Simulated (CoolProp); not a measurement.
Propylene glycol along the isobar 0.872 MPa: fugacity coefficient from the reference equation and from simpler models built on Tc = 674.0 K, pc = 7.292 MPa, ω = 0.327; each cubic takes its own stable root.

The numbers come from the reference Helmholtz-energy equation of state, Eisenbach 2021 in CoolProp.

| T (K) | phase | reference | Redlich-Kwong | Soave-Redlich-Kwong | Peng-Robinson |
|---|---|---|---|---|---|
| 412.9 | liquid | [?] | 0.2088 | 0.08465 | [?] |
| 433.6 | liquid | 0.04683 | 0.3318 | 0.1522 | 0.1534 |
| 454.3 | liquid | 0.09358 | 0.4983 | 0.2557 | 0.2557 |
| 475 | liquid | 0.1730 | 0.7129 | 0.4053 | 0.4026 |
| 495.7 | liquid | 0.2989 | 0.9045 | 0.6104 | 0.6035 |
| 516.4 | liquid | [?] | 0.9146 | 0.8788 | 0.8658 |
| 537.2 | liquid | 0.7541 | 0.9234 | 0.9154 | 0.9103 |
| 557.9 | gas | 0.9180 | 0.9310 | 0.9247 | 0.9197 |
| 578.6 | gas | 0.9290 | 0.9377 | [?] | 0.9280 |
| 599.3 | gas | 0.9382 | 0.9435 | 0.9400 | 0.9352 |
| 620 | gas | 0.9461 | 0.9487 | 0.9463 | 0.9416 |

Q: Some entries are withheld; supply them.

A: 
- 412.9, reference: 0.02141
- 412.9, Peng-Robinson: 0.08622
- 516.4, reference: 0.4869
- 578.6, Soave-Redlich-Kwong: 0.9329

At some of these states Redlich-Kwong, Soave-Redlich-Kwong, Peng-Robinson gives the other phase, because its saturation line lies elsewhere.
